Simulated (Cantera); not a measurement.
What does this Cantera script print?

```python
import numpy as np
import cantera as ct

gas = ct.Solution("gri30.yaml")
gas.TPX = 1798, 101325, {'C2H4': 1, 'O2': 9.09, 'N2': 73.6, 'H2O': 2.9}
reactor = ct.IdealGasConstPressureReactor(gas, energy="on", clone=False)
net = ct.ReactorNet([reactor])
net.rtol, net.atol = 1e-08, 1e-16
show = ['C2H4', 'O2', 'H2O', 'CH4', 'NO2', 'CO2', 'HO2']
times = np.geomspace(1e-06, 0.7, 15)

steps = ct.SolutionArray(gas, extra=["t"])
rows = []
print(f"{'t/s':>10s}{'T/K':>9s}{'P/Pa':>11s}" + "".join(f"{s:>11s}" for s in show))
for t in times:
    while net.time < t:
        t_next = net.step()
        steps.append(gas.state, t=t_next)
    rows.append([np.interp(t, steps.t, y) for y in (steps.T, steps.P, *steps(*show).X.T)])
    print(f"{t:10.3e}{rows[-1][0]:9.1f}{rows[-1][1]:11.4g}" + "".join(f"{x:11.3e}" for x in rows[-1][2:]))
rate = np.gradient(steps.T, steps.t)
print("integrator steps:", len(steps.t))
if steps.T.max() > steps.T[0] + 200:
    print(f"time of steepest temperature rise: {steps.t[rate.argmax()]:.4e} s")
gas.TPX = 1798, 101325, {'C2H4': 1, 'O2': 9.09, 'N2': 73.6, 'H2O': 2.9}
gas.equilibrate("HP")
print(f"equilibrium (HP): T = {gas.T:.1f} K  " + "  ".join(f"{s} {gas[s].X[0]:.3e}" for s in show))
```

It prints:

```
       t/s      T/K       P/Pa       C2H4         O2        H2O        CH4        NO2        CO2        HO2
 1.000e-06   1798.0  1.013e+05  1.154e-02  1.050e-01  3.349e-02  3.136e-11  6.112e-21  1.228e-11  6.121e-08
 2.615e-06   1797.9  1.013e+05  1.153e-02  1.050e-01  3.349e-02  1.000e-09  4.075e-19  3.241e-10  2.378e-07
 6.839e-06   1797.7  1.013e+05  1.149e-02  1.050e-01  3.349e-02  3.784e-08  8.191e-17  1.231e-08  2.011e-06
 1.789e-05   1797.8  1.013e+05  1.033e-02  1.038e-01  3.377e-02  8.427e-06  1.556e-12  1.271e-05  1.472e-04
 4.678e-05   1967.3  1.013e+05  3.593e-13  7.322e-02  4.850e-02  1.373e-09  1.196e-09  7.648e-03  6.332e-06
 1.223e-04   2025.9  1.013e+05  3.556e-27  6.845e-02  4.786e-02  9.083e-19  4.261e-09  1.718e-02  5.463e-06
 3.199e-04   2102.8  1.013e+05  1.556e-29  6.861e-02  5.090e-02  7.975e-20  1.510e-08  1.984e-02  3.366e-06
 8.367e-04   2159.8  1.013e+05  1.847e-31  6.918e-02  5.355e-02  6.376e-21  4.369e-08  2.170e-02  2.019e-06
 2.188e-03   2182.8  1.013e+05  1.117e-31  6.951e-02  5.479e-02  1.062e-21  8.323e-08  2.251e-02  1.810e-06
 5.722e-03   2185.2  1.013e+05  1.236e-31  6.952e-02  5.494e-02  9.658e-22  1.395e-07  2.260e-02  1.823e-06
 1.496e-02   2184.8  1.013e+05  2.866e-33  6.943e-02  5.494e-02  8.847e-22  2.793e-07  2.260e-02  1.819e-06
 3.914e-02   2183.7  1.013e+05  2.787e-33  6.920e-02  5.495e-02  8.725e-22  6.314e-07  2.260e-02  1.808e-06
 1.023e-01   2181.4  1.013e+05  2.614e-33  6.866e-02  5.497e-02  8.442e-22  1.457e-06  2.261e-02  1.784e-06
 2.677e-01   2176.9  1.013e+05  2.306e-33  6.763e-02  5.500e-02  7.916e-22  3.021e-06  2.262e-02  1.737e-06
 7.000e-01   2172.1  1.013e+05  2.012e-33  6.654e-02  5.504e-02  7.379e-22  4.672e-06  2.263e-02  1.689e-06
integrator steps: 1507
time of steepest temperature rise: 2.6693e-05 s
equilibrium (HP): T = 2170.7 K  C2H4 2.521e-33  O2 6.622e-02  H2O 5.505e-02  CH4 1.161e-21  NO2 5.158e-06  CO2 2.264e-02  HO2 1.675e-06
```

Cantera simulation using GRI-Mech 3.0 (53 species, 325 reactions); the numbers are that mechanism's predictions, not measurements. GRI-Mech 3.0 was tuned for natural gas; its chemistry of ethylene as a main component is partial and can be far from experiment.
